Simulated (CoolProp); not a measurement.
Vapour-liquid equilibrium of cyclohexane (1) + ethylbenzene (2) at 447.7 K; x and y are mole fractions of (1).

Model: multi-fluid Helmholtz-energy mixture model, Zhou 2014 and Zhou 2012; pair parameters Bell 2016, in CoolProp.

| x | bubble pressure (MPa) | y at the bubble point | dew pressure at overall composition x (MPa) | liquid density (mol/L) |
|---|---|---|---|---|
| 0.05 | 0.2911 | 0.153 | 0.2669 | 6.814 |
| 0.125 | 0.3430 | 0.325 | 0.2842 | 6.852 |
| 0.2 | 0.3943 | 0.453 | 0.3038 | 6.889 |
| 0.275 | 0.4444 | 0.551 | 0.3262 | 6.926 |
| 0.35 | 0.4932 | 0.629 | 0.3520 | 6.962 |
| 0.425 | 0.5406 | 0.693 | 0.3819 | 6.998 |
| 0.5 | 0.5866 | 0.747 | 0.4170 | 7.033 |
| 0.575 | 0.6315 | 0.793 | 0.4585 | 7.069 |
| 0.65 | 0.6754 | 0.835 | 0.5080 | 7.104 |
| 0.725 | 0.7187 | 0.873 | 0.5674 | 7.141 |
| 0.8 | 0.7617 | 0.909 | 0.6382 | 7.178 |
| 0.875 | 0.8049 | 0.943 | 0.7209 | 7.216 |
| 0.95 | 0.8487 | 0.977 | 0.8135 | 7.256 |

No azeotrope shows between x = 0.05 and 0.95.

The pair parameters rest on a limited set of measurements; away from them the model extrapolates.
